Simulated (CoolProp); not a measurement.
Vapour-liquid equilibrium of n-heptane (1) + m-xylene (2) at 0.019 bar; x and y are mole fractions of (1).

The numbers come from the multi-fluid Helmholtz-energy mixture model, Span 2003 and Zhou 2012; pair parameters Bell 2016 in CoolProp.

| x | bubble temperature (K) | y at the bubble point | dew temperature at overall composition x (K) | liquid density (mol/L) |
|---|---|---|---|---|
| 0.05 | 302.5 | 0.281 | 306.9 | 7.989 |
| 0.15 | 295.8 | 0.560 | 305.1 | 7.899 |
| 0.25 | 291.4 | 0.696 | 303.2 | 7.793 |
| 0.35 | 288.2 | 0.777 | 301.1 | 7.681 |
| 0.45 | 285.8 | 0.833 | 298.7 | 7.566 |
| 0.55 | 283.7 | 0.876 | 296.0 | 7.452 |
| 0.65 | 281.9 | 0.910 | 293.0 | 7.340 |
| 0.75 | 280.3 | 0.939 | 289.3 | 7.229 |
| 0.85 | 278.9 | 0.965 | 285.0 | 7.119 |
| 0.95 | 277.5 | 0.989 | 279.7 | 7.013 |

No azeotrope shows between x = 0.05 and 0.95.

The pair parameters rest on a limited set of measurements; away from them the model extrapolates.
